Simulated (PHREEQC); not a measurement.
A solution holds 0.051 mol BaCl2, 0.002 mol NaF and 0.072 mol NaCl per kg of water, at 25 °C. Closed to the air; pH follows from the charge balance.

Computed with PHREEQC (ion-association model, wateq4f.dat).

This is a speciation only: nothing precipitates in the calculation.

Task: What pH does the model give?

Result: pH 7.17.

Task: In which forms is F present?

Result: F- 98 %, NaF 2.0 % of the F.
